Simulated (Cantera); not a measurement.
Input (Python, Cantera) and output of one run.

```python
import numpy as np
import cantera as ct

gas_names = """
    C CO CO2 C2 C2O C3 C3O2 C4 C5 Mg MgO Mg2 O O2 O3
""".split()
cond_names = """
    C(gr) Mg(cr) Mg(L) MgCO3(s) MgO(s) MgO(L)
""".split()


# ... load() reads the species with a 1 bar reference pressure and builds the phases ...
atoms = {
    'MgCO3': {'Mg': 1, 'C': 1, 'O': 3},
    'C': {'C': 1},
    'O2': {'O': 2},
}
top_T = {'C(gr)': 4500}  # K; cautious upper limits of use, not melting points


# ... equilibrate(T, P, feed) seeds the gas with the atoms and calls Mixture.equilibrate('TP', solver="vcs", rtol=1e-11, max_steps=5000) ...
results = []
feed = {'MgCO3': 1, 'C': 0.0072, 'O2': 0.33}  # mol
T = 1773.15  # K
P = 97000  # Pa
mix = equilibrate(T, P, feed)
results.append((T, P, feed, dict(zip(mix.species_names, mix.species_moles))))
x = sorted(zip(gas.X, gas.species_names), reverse=True)
print(f"T = {T:g} K  P = {P:g} Pa  gas = {mix.phase_moles(0):.4g} mol")
print("   x: " + "  ".join(f"{s} {v:.3e}" for v, s in x if v > 0.001))
print("   condensed (mol): " + ("  ".join(f"{mix.phase(i).name} {mix.phase_moles(i):.4g}"
      for i in range(1, mix.n_phases) if mix.phase_moles(i) > 1e-12) or "none"))
```

Output:

```
T = 1773.15 K  P = 97000 Pa  gas = 1.33 mol
   x: CO2 7.569e-01  O2 2.428e-01
   condensed (mol): MgO(s) 1
```

Method: chemical equilibrium by Gibbs-energy minimisation in Cantera with the NASA 1993 tables (ideal gas, pure condensed phases).
